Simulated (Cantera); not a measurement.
A perfectly stirred reactor is fed with NH₃ : H₂ = 1 : 10 (molar parts), at 900 Torr; it is held at 2000 K, and followed from long to short residence time.

Detailed kinetics in Cantera: the gas-phase N/H chemistry of the illustrative SiF4/NH3 mechanism in the Surface Chemkin manual (1991). Walls and surfaces, which speed up NH3 decomposition in real reactors, are not modelled.

**Question.** What does this change do: pressure from 900 Torr to 323 Torr?

**Answer.** 
```
quantity                  before     after
----------------------  --------  --------
x(NH₃) at τ = 17.0 s     0.00216   0.00169
x(H₂) at τ = 17.0 s        0.956     0.955
x(N₂H₂) at τ = 17.0 s   6.82e-10   1.54e-9
x(N) at τ = 17.0 s       7.64e-8   2.60e-7
x(H) at τ = 17.0 s       0.00145   0.00236
x(NH₃) at τ = 43.0 ms     0.0524    0.0664
x(H₂) at τ = 43.0 ms       0.929     0.921
x(N₂H₂) at τ = 43.0 ms   1.35e-7   2.38e-7
x(N) at τ = 43.0 ms      5.23e-7   7.29e-7
x(H) at τ = 43.0 ms     0.000929  0.000953
```

**Question.** What does this change do: temperature 2000 to 1225 K?

**Answer.** 
```json
[
 {"quantity": "x(NH₃) at τ = 17.0 s", "before": "0.00216", "after": "0.0909"},
 {"quantity": "x(H₂) at τ = 17.0 s", "before": "0.956", "after": "0.909"},
 {"quantity": "x(N₂H₂) at τ = 17.0 s", "before": "6.82e-10", "after": "8.75e-12"},
 {"quantity": "x(N) at τ = 17.0 s", "before": "7.64e-8", "after": "<1e-12"},
 {"quantity": "x(H) at τ = 17.0 s", "before": "0.00145", "after": "2.72e-7"},
 {"quantity": "x(NH₃) at τ = 43.0 ms", "before": "0.0524", "after": "0.0909"},
 {"quantity": "x(H₂) at τ = 43.0 ms", "before": "0.929", "after": "0.909"},
 {"quantity": "x(N₂H₂) at τ = 43.0 ms", "before": "1.35e-7", "after": "<1e-12"},
 {"quantity": "x(N) at τ = 43.0 ms", "before": "5.23e-7", "after": "<1e-12"},
 {"quantity": "x(H) at τ = 43.0 ms", "before": "0.000929", "after": "7.16e-8"}
]
```

**Question.** What does this change do: temperature 2000 to 1625 K?

**Answer.** 
| quantity | before | after |
|---|---|---|
| x(NH₃) at τ = 17.0 s | 0.00216 | 0.0655 |
| x(H₂) at τ = 17.0 s | 0.956 | 0.923 |
| x(N₂H₂) at τ = 17.0 s | 6.82e-10 | 3.73e-9 |
| x(N) at τ = 17.0 s | 7.64e-8 | 1.25e-9 |
| x(H) at τ = 17.0 s | 0.00145 | 5.87e-5 |
| x(NH₃) at τ = 43.0 ms | 0.0524 | 0.0908 |
| x(H₂) at τ = 43.0 ms | 0.929 | 0.909 |
| x(N₂H₂) at τ = 43.0 ms | 1.35e-7 | 6.27e-9 |
| x(N) at τ = 43.0 ms | 5.23e-7 | 1.42e-9 |
| x(H) at τ = 43.0 ms | 0.000929 | 5.41e-5 |
